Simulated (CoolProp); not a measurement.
A closed Brayton cycle with carbon dioxide: compressor inlet 317.15 K and 7.8 MPa, high pressure 24.1 MPa, turbine inlet 760 K, compressor efficiency 0.8, turbine efficiency 0.9, recuperator effectiveness 0.9 (on enthalpy, no pinch check). Each further row changes one setting.

The numbers come from the reference Helmholtz-energy equation of state, Span 1996 in CoolProp.

```tsv
case	thermal efficiency (%)	net work (kJ/kg)	compressor to turbine work	compressor exit (K)	turbine exit (K)
as stated	30.5	74.0	0.44	410.0	632.5
turbine inlet 710 K	___	63.5	___	410.0	587.2
compressor inlet 327.15 K	28.5	___	___	___	632.5
high pressure 20.5 MPa	___	67.0	___	396.1	650.3
recuperator effectiveness 0.5	21.5	74.0	0.44	410.0	632.5
```

**Question.** Complete the blanks.

**Answer.** 
- turbine inlet 710 K, thermal efficiency (%): 28.0
- turbine inlet 710 K, compressor to turbine work: 0.48
- compressor inlet 327.15 K, net work (kJ/kg): 65.3
- compressor inlet 327.15 K, compressor to turbine work: 0.51
- compressor inlet 327.15 K, compressor exit (K): 429.0
- high pressure 20.5 MPa, thermal efficiency (%): 30.1
- high pressure 20.5 MPa, compressor to turbine work: 0.42
